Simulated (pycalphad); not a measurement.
Computed with pycalphad from the COST 507 light-alloy database (1999), at 1 atm. The database dates from 1999; later assessments differ in places, in temperatures and in the compounds included. Amounts are mole fractions of atoms. Kinetics are ignored, which matters at the lower temperatures.

### Question
Give the equilibrium state of Al-0.38Si-0.36Mn (at.%) at 227 °C.

### Answer
fcc, fraction 0.978, with 0.01 Si, <0.01 Mn at.%; ALMNSI_ALPHA, fraction 0.021, with 11.9 Si, 17.4 Mn at.%; diamond (Si), fraction 0.001, with >99.99 Si, no Mn at.%.

### Question
Give the equilibrium state of Al-0.38Si-0.36Mn (at.%) at 502 °C.

### Answer
```
T = 775.00 K, P = 101325 Pa, N = 1 mol of atoms
G = -29174 J/mol, H = 12678 J/mol, S = 54.00 J/(mol K)  (SER reference)
chemical potentials (J/mol): Al -28823, Si -30347, Mn -124747
phase             fraction      x(Al)      x(Si)      x(Mn)
FCC_A1              0.9810     0.9980     0.0017   0.000295
ALMNSI_ALPHA        0.0190     0.7132     0.1129     0.1739
```

Database names, with the compositions (at.%) that they take in these runs: ALMNSI_ALPHA: Al 70-72 Mn 17 Si 11. FCC_A1 is fcc. An entry "none" or "no" means that the model of the phase leaves that element out.
